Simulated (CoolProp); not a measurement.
Vapour-liquid equilibrium of propane (1) + R114 (2) at 9.69 bar; x and y are mole fractions of (1).

Computed with CoolProp (multi-fluid Helmholtz-energy mixture model, Lemmon 2009 and Platzer 1990; pair parameters Bell 2016). This equation is an older, rougher fit; its heat capacities, sound speeds and derivatives of the liquid may be far off and weren't checked against measurements.

```tsv
x	bubble temperature (K)	y at the bubble point	dew temperature at overall composition x (K)	liquid density (mol/L)
0.05	349.2	0.138	352.9	7.538
0.15	339.2	0.357	348.7	7.919
0.25	331.0	0.513	344.2	8.278
0.35	324.3	0.628	339.5	8.625
0.45	318.9	0.714	334.4	8.968
0.55	314.2	0.783	328.9	9.315
0.65	310.2	0.840	323.0	9.676
0.75	306.6	0.890	316.5	10.06
0.85	303.4	0.935	309.5	10.46
0.95	300.3	0.979	302.3	10.91
```

No azeotrope shows between x = 0.05 and 0.95.

Pair parameters are fitted to limited data, so mixtures are less certain than the pure fluids.
